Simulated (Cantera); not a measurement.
Mixture: CH4 : CO : O2 : N2 = 1 : 0.033 : 1.34 : 8.07 (molar parts), equivalence ratio 1.5, at 1.01 bar, adiabatic and at constant pressure. Ignition delay is the time to a rise of 400 K.

Computed with Cantera and GRI-Mech 3.0 (53 species, 325 reactions).

Question: What does this change do: constant volume in place of constant pressure?

Answer: 
```
quantity                                                before       after
--------------------------------------------------  ----------  ----------
delay at 1175 K                                        0.133 s     0.126 s
delay at 1325 K                                        16.9 ms     15.8 ms
delay at 1475 K                                        2.75 ms     2.57 ms
delay at 1625 K                                       0.608 ms    0.569 ms
delay at 1775 K                                       0.188 ms    0.176 ms
apparent activation energy between 1625 and 1775 K  190 kJ/mol  190 kJ/mol
```
